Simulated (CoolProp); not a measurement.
R1234ze(E) along the isobar 4.84 MPa: density (kg/m³) from the reference equation and from simpler models built on Tc = 109.4 °C, pc = 3.635 MPa, ω = 0.313; each cubic takes its own stable root.

Values from CoolProp's reference Helmholtz-energy equation of state, Thol 2016.

| T (°C) | phase | reference |
|---|---|---|
| -49.85 | liquid | 1384 |
| -43.65 | liquid | 1369 |
| -37.45 | liquid | 1353 |
| -31.15 | liquid | 1337 |
| -24.95 | liquid | 1322 |
| -18.65 | liquid | 1305 |
| -12.45 | liquid | 1289 |
| -6.25 | liquid | 1273 |
| 0.05 | liquid | 1256 |
| 6.25 | liquid | 1238 |
| 12.45 | liquid | 1221 |

Q: How far does each simpler model (van der Waals, Redlich-Kwong, Soave-Redlich-Kwong, Peng-Robinson) lie from the reference over these 11 states: mean and median of the absolute difference, and the worst?

A: 
- van der Waals: mean 39.2 %, median 39.2 %, worst -39.8 % at -49.85 °C and 4.84 MPa
- Redlich-Kwong: mean 12.6 %, median 12.5 %, worst -13.3 % at 12.45 °C and 4.84 MPa
- Soave-Redlich-Kwong: mean 9.2 %, median 9.2 %, worst -9.4 % at -49.85 °C and 4.84 MPa
- Peng-Robinson: mean 2.4 %, median 2.5 %, worst +2.6 % at -6.25 °C and 4.84 MPa
